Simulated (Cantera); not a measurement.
Input: 1 mol Al, 1.3 mol HCl, equilibrated at 0.230 bar.

These are equilibrium values from Cantera (NASA tables, ideal gas, pure condensed phases), not measurements of a reactor. Candidate condensed phases: Al, AlCl₃; 12 gas species. Equilibrium is a limit: real reactors are often held back by kinetics, nucleation or transport.

### Question
Which condensed phases are stable at each of these points (T (°C)): 152, 227, 302, 377, 452, 527, 602, 677, 752, 827?

### Answer
```tsv
T (°C)	condensed phases	Al condensed (%)
152	Al(s)	56.7
227	Al(s)	56.7
302	Al(s)	56.7
377	Al(s)	56.7
452	Al(s)	56.7
527	Al(s)	56.6
602	Al(s)	56.6
677	Al(l)	56.2
752	Al(l)	55.3
827	Al(l)	52.9
```

From 152 °C to 602 °C the condensed part is Al(s). From 677 °C to 827 °C the condensed part is Al(l).
